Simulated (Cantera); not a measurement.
Input (Python, Cantera):

```python
import numpy as np
import cantera as ct

gas = ct.Solution("gri30.yaml")
gas.TPX = 1375, 16000, {'N2O': 1, 'H2': 0.0023, 'N2': 3}
reactor = ct.IdealGasConstPressureReactor(gas, energy="off", clone=False)
net = ct.ReactorNet([reactor])
net.rtol, net.atol = 1e-08, 1e-18
show = ['N2O', 'H2', 'NO', 'O', 'N2', 'OH', 'H2O']
times = np.geomspace(3e-05, 30, 13)

steps = ct.SolutionArray(gas, extra=["t"])
rows = []
print(f"{'t/s':>10s}{'T/K':>9s}{'P/Pa':>11s}" + "".join(f"{s:>11s}" for s in show))
for t in times:
    while net.time < t:
        t_next = net.step()
        steps.append(gas.state, t=t_next)
    rows.append([np.interp(t, steps.t, y) for y in (steps.T, steps.P, *steps(*show).X.T)])
    print(f"{t:10.3e}{rows[-1][0]:9.1f}{rows[-1][1]:11.4g}" + "".join(f"{x:11.3e}" for x in rows[-1][2:]))
rate = np.gradient(steps.T, steps.t)
print("integrator steps:", len(steps.t))
if steps.T.max() > steps.T[0] + 200:
    print(f"time of steepest temperature rise: {steps.t[rate.argmax()]:.4e} s")
gas.TPX = 1375, 16000, {'N2O': 1, 'H2': 0.0023, 'N2': 3}
gas.equilibrate("TP")
print(f"equilibrium (TP): T = {gas.T:.1f} K  " + "  ".join(f"{s} {gas[s].X[0]:.3e}" for s in show))
```

Output:

```
       t/s      T/K       P/Pa        N2O         H2         NO          O         N2         OH        H2O
 3.000e-05   1375.0    1.6e+04  2.498e-01  5.746e-04  3.741e-07  5.500e-06  7.496e-01  1.309e-07  3.466e-09
 9.487e-05   1375.0    1.6e+04  2.498e-01  5.739e-04  2.964e-06  1.223e-05  7.496e-01  1.157e-06  1.054e-07
 3.000e-04   1375.0    1.6e+04  2.497e-01  5.688e-04  1.683e-05  1.716e-05  7.496e-01  6.543e-06  2.198e-06
 9.487e-04   1375.0    1.6e+04  2.494e-01  5.339e-04  6.606e-05  1.732e-05  7.498e-01  2.170e-05  2.800e-05
 3.000e-03   1375.0    1.6e+04  2.482e-01  3.697e-04  2.186e-04  1.753e-05  7.505e-01  3.610e-05  1.838e-04
 9.487e-03   1375.0    1.6e+04  2.448e-01  1.165e-04  6.921e-04  1.810e-05  7.522e-01  2.645e-05  4.425e-04
 3.000e-02   1375.0    1.6e+04  2.349e-01  1.012e-05  2.198e-03  1.836e-05  7.570e-01  1.492e-05  5.531e-04
 9.487e-02   1375.0    1.6e+04  2.070e-01  4.886e-08  6.601e-03  1.828e-05  7.703e-01  1.325e-05  5.571e-04
 3.000e-01   1375.0    1.6e+04  1.404e-01  2.551e-08  1.698e-02  1.768e-05  8.021e-01  1.339e-05  5.401e-04
 9.487e-01   1375.0    1.6e+04  4.533e-02  2.846e-08  3.116e-02  1.495e-05  8.479e-01  1.222e-05  5.164e-04
 3.000e+00   1375.0    1.6e+04  2.995e-03  9.284e-09  3.609e-02  3.971e-06  8.689e-01  6.291e-06  5.086e-04
 9.487e+00   1375.0    1.6e+04  7.352e-06  1.312e-09  3.612e-02  4.972e-07  8.706e-01  2.226e-06  5.099e-04
 3.000e+01   1375.0    1.6e+04  3.760e-07  1.291e-09  3.610e-02  4.886e-07  8.706e-01  2.206e-06  5.099e-04
integrator steps: 1962
equilibrium (TP): T = 1375.0 K  N2O 1.325e-08  H2 1.180e-09  NO 4.864e-04  O 5.326e-07  N2 8.884e-01  OH 2.303e-06  H2O 5.098e-04
```

Computed with Cantera and GRI-Mech 3.0 (53 species, 325 reactions). GRI-Mech 3.0 was tuned for natural gas; its chemistry of N2O as a main component is partial and can be far from experiment. The mechanism lacks the step 2 NO + O2 → 2 NO2, which can matter for NO2 below about 1400 K. The temperature is held fixed by assumption; the heat of reaction is taken as removed at once.
